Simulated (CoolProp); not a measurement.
A single-stage vapour-compression cycle with R113: evaporating at 329.15 K (dew point), condensing at 350.15 K (bubble point), superheat 0 K, subcooling 8 K, compressor efficiency 0.7, no pressure losses. Each further row changes one setting.

Model: reference Helmholtz-energy equation of state, Marx 1992, in CoolProp.

```json
[
 {"case": "as stated", "cooling COP": "10.7", "pressure ratio": "1.84", "discharge temperature (K)": "350.2", "refrigerating effect (kJ/kg)": "129", "volumetric capacity (kJ/m³)": "1240"},
 {"case": "evaporating temperature 334.15 K", "cooling COP": "[?]", "pressure ratio": "[?]", "discharge temperature (K)": "350.2", "refrigerating effect (kJ/kg)": "132", "volumetric capacity (kJ/m³)": "1460"},
 {"case": "condensing temperature 345.15 K", "cooling COP": "[?]", "pressure ratio": "1.60", "discharge temperature (K)": "345.1", "refrigerating effect (kJ/kg)": "134", "volumetric capacity (kJ/m³)": "1280"},
 {"case": "subcooling 13 K", "cooling COP": "11.1", "pressure ratio": "1.84", "discharge temperature (K)": "350.2", "refrigerating effect (kJ/kg)": "134", "volumetric capacity (kJ/m³)": "1280"},
 {"case": "superheat 10 K", "cooling COP": "10.8", "pressure ratio": "1.84", "discharge temperature (K)": "[?]", "refrigerating effect (kJ/kg)": "[?]", "volumetric capacity (kJ/m³)": "1260"},
 {"case": "compressor efficiency 0.6", "cooling COP": "[?]", "pressure ratio": "1.84", "discharge temperature (K)": "[?]", "refrigerating effect (kJ/kg)": "129", "volumetric capacity (kJ/m³)": "1240"}
]
```

**Question.** Some entries are withheld; supply them.

**Answer.** 
- evaporating temperature 334.15 K, cooling COP: 14.5
- evaporating temperature 334.15 K, pressure ratio: 1.58
- condensing temperature 345.15 K, cooling COP: 14.3
- superheat 10 K, discharge temperature (K): 359.3
- superheat 10 K, refrigerating effect (kJ/kg): 136
- compressor efficiency 0.6, cooling COP: 9.13
- compressor efficiency 0.6, discharge temperature (K): 351.8

The compression ends wet for: as stated; evaporating temperature 334.15 K; condensing temperature 345.15 K; subcooling 13 K.
